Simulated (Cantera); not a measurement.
Input (Python, Cantera) and output of one run.

```python
import numpy as np
import cantera as ct

gas_names = """
    H HNO HNO2 HNO3 HO2 H2 H2O H2O2 H2S H2SO4 N NH NH2 NH3 NH2OH NO NO2 NO3 N2 N2H2 N2H4 N2O O OH O2 O3
    S SH SN SO SO2 SO3 S2 S2O S8
""".split()
cond_names = """
    H2O(s) H2O(L) H2SO4(L) S(cr1) S(cr2) S(L)
""".split()


# ... load() reads the species with a 1 bar reference pressure and builds the phases ...
atoms = {
    'N2O': {'N': 2, 'O': 1},
    'SO2': {'S': 1, 'O': 2},
    'H2': {'H': 2},
    'O2': {'O': 2},
}
top_T = {}  # K; cautious upper limits of use, not melting points


# ... equilibrate(T, P, feed) seeds the gas with the atoms and calls Mixture.equilibrate('TP', solver="vcs", rtol=1e-11, max_steps=5000) ...
results = []
feed = {'N2O': 1, 'SO2': 0.053, 'H2': 3, 'O2': 0.19}  # mol
P = 1000  # Pa
for T in [2273, 2373, 2473, 2573, 2673, 2773, 2873, 2973, 3073, 3173]:
    mix = equilibrate(T, P, feed)
    results.append((T, P, feed, dict(zip(mix.species_names, mix.species_moles))))

top = {s: max(r[3][s] / sum(r[3][g] for g in gas_names) for r in results) for s in gas_names}
cols = sorted((s for s in top if top[s] > 0.0001), key=lambda s: -top[s])[:9]
seen = [c for c in cond_names if any(r[3].get(c, 0) > 1e-12 for r in results)]
print("log10 of partial pressures in bar; condensed amounts in mol")
print(f"{'T/K':>10s}" + "".join(f"{s[:9]:>10s}" for s in cols + seen))
for T, P, feed, n in results:
    ng = sum(n[g] for g in gas_names)
    print(f"{T:10.4g}" + "".join(f"{np.log10(max(n[s] / ng * P / 1e5, 1e-99)):10.3f}" for s in cols)
          + "".join(f"{n.get(c, 0):10.4g}" for c in seen))
```

Output:

```
log10 of partial pressures in bar; condensed amounts in mol
       T/K         H        H2       H2O        N2         O        OH        O2       SO2        SO
      2273    -3.298    -2.445    -2.481    -2.621    -5.160    -4.144    -5.575    -4.219    -4.314
      2373    -3.088    -2.467    -2.503    -2.631    -4.668    -3.875    -5.086    -4.248    -4.296
      2473    -2.901    -2.498    -2.543    -2.646    -4.226    -3.643    -4.656    -4.291    -4.286
      2573    -2.733    -2.537    -2.613    -2.671    -3.839    -3.457    -4.305    -4.360    -4.284
      2673    -2.585    -2.590    -2.731    -2.705    -3.519    -3.330    -4.053    -4.472    -4.292
      2773    -2.459    -2.661    -2.911    -2.748    -3.269    -3.270    -3.914    -4.642    -4.319
      2873    -2.359    -2.762    -3.161    -2.796    -3.085    -3.282    -3.883    -4.884    -4.379
      2973    -2.286    -2.896    -3.480    -2.840    -2.960    -3.358    -3.946    -5.201    -4.480
      3073    -2.236    -3.059    -3.855    -2.873    -2.880    -3.487    -4.081    -5.586    -4.625
      3173    -2.204    -3.242    -4.263    -2.897    -2.833    -3.649    -4.261    -6.019    -4.807
```

These are equilibrium values from Cantera (NASA tables, ideal gas, pure condensed phases), not measurements of a reactor.
